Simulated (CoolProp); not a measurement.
A closed Brayton cycle with nitrogen: compressor inlet 324.15 K and 7.8 MPa, high pressure 16.3 MPa, turbine inlet 780 K, compressor efficiency 0.85, turbine efficiency 0.93, recuperator effectiveness 0 (on enthalpy, no pinch check). Each further row changes one setting.

Model: reference Helmholtz-energy equation of state, Span 2000, in CoolProp.

```tsv
case	thermal efficiency (%)	net work (kJ/kg)	compressor to turbine work	compressor exit (K)	turbine exit (K)
as stated	?	54.3	0.64	414.8	648.7
turbine inlet 730 K	?	44.7	0.68	414.8	?
compressor inlet 334.15 K	?	51.1	0.66	427.5	648.7
high pressure 13.9 MPa	?	46.9	0.61	393.5	?
recuperator effectiveness 0.5	?	54.3	0.64	414.8	648.7
```

### Question
Fill in the missing entries.

### Answer

- as stated, thermal efficiency (%): 13.2
- turbine inlet 730 K, thermal efficiency (%): 12.6
- turbine inlet 730 K, turbine exit (K): 605.8
- compressor inlet 334.15 K, thermal efficiency (%): 12.9
- high pressure 13.9 MPa, thermal efficiency (%): 10.8
- high pressure 13.9 MPa, turbine exit (K): 675.2
- recuperator effectiveness 0.5, thermal efficiency (%): 19.2
